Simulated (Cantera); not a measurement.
A Cantera script and what it prints.

```python
import numpy as np
import cantera as ct

gas_names = """
    N NO NO2 NO3 N2 N2O O O2 O3 Si SiN SiO SiO2 Si2 Si2N Si3
""".split()
cond_names = """
    Si(cr) Si(L) SiO2(Lqz) SiO2(hqz) SiO2(L) Si2N2O(s) Si3N4(a)
""".split()


# ... load() reads the species with a 1 bar reference pressure and builds the phases ...
atoms = {
    'SiO2': {'Si': 1, 'O': 2},
    'Si': {'Si': 1},
    'N2': {'N': 2},
}
top_T = {'Si2N2O(s)': 2100, 'Si3N4(a)': 2400}  # K; cautious upper limits of use, not melting points


# ... equilibrate(T, P, feed) seeds the gas with the atoms and calls Mixture.equilibrate('TP', solver="vcs", rtol=1e-11, max_steps=5000) ...
results = []
feed = {'SiO2': 1, 'Si': 0.0023, 'N2': 0.048}  # mol
T = 1498.15  # K
for P in [1, 7.2, 52, 370, 2700, 19000, 140000, 1000000]:
    mix = equilibrate(T, P, feed)
    results.append((T, P, feed, dict(zip(mix.species_names, mix.species_moles))))
    x = sorted(zip(gas.X, gas.species_names), reverse=True)
    print(f"T = {T:g} K  P = {P:g} Pa  gas = {mix.phase_moles(0):.4g} mol")
    print("   x: " + "  ".join(f"{s} {v:.3e}" for v, s in x if v > 1e-05))
    print("   condensed (mol): " + ("  ".join(f"{mix.phase(i).name} {mix.phase_moles(i):.4g}"
          for i in range(1, mix.n_phases) if mix.phase_moles(i) > 1e-12) or "none"))
```

Output:

```
T = 1498.15 K  P = 1 Pa  gas = 0.0526 mol
   x: N2 9.125e-01  SiO 8.745e-02
   condensed (mol): SiO2(hqz) 0.9977
T = 1498.15 K  P = 7.2 Pa  gas = 0.0526 mol
   x: N2 9.125e-01  SiO 8.745e-02
   condensed (mol): SiO2(hqz) 0.9977
T = 1498.15 K  P = 52 Pa  gas = 0.04989 mol
   x: N2 9.485e-01  SiO 5.153e-02
   condensed (mol): SiO2(hqz) 0.9984  Si2N2O(s) 0.0006763
T = 1498.15 K  P = 370 Pa  gas = 0.0467 mol
   x: N2 9.963e-01  SiO 3.704e-03
   condensed (mol): SiO2(hqz) 0.9992  Si2N2O(s) 0.001476
T = 1498.15 K  P = 2700 Pa  gas = 0.04648 mol
   x: N2 9.997e-01  SiO 2.614e-04
   condensed (mol): SiO2(hqz) 0.9992  Si2N2O(s) 0.001529
T = 1498.15 K  P = 19000 Pa  gas = 0.04647 mol
   x: N2 1.000e+00  SiO 1.938e-05
   condensed (mol): SiO2(hqz) 0.9992  Si2N2O(s) 0.001533
T = 1498.15 K  P = 140000 Pa  gas = 0.04647 mol
   x: N2 1.000e+00
   condensed (mol): SiO2(hqz) 0.9992  Si2N2O(s) 0.001533
T = 1498.15 K  P = 1e+06 Pa  gas = 0.04647 mol
   x: N2 1.000e+00
   condensed (mol): SiO2(hqz) 0.9992  Si2N2O(s) 0.001533
```

Cantera equilibrium calculation (NASA polynomials, part measured and part estimated; ideal gas, pure solids and liquids). N2 is the only nitrogen source here; it is nearly inert below about 1500 K, so the nitride shown seldom forms there in practice. Mutual solubility and eutectic melting of coexisting phases are not modelled. The tables hold silica as quartz up to 1696 K and as liquid above; real silica turns to tridymite and cristobalite and melts near 1996 K.
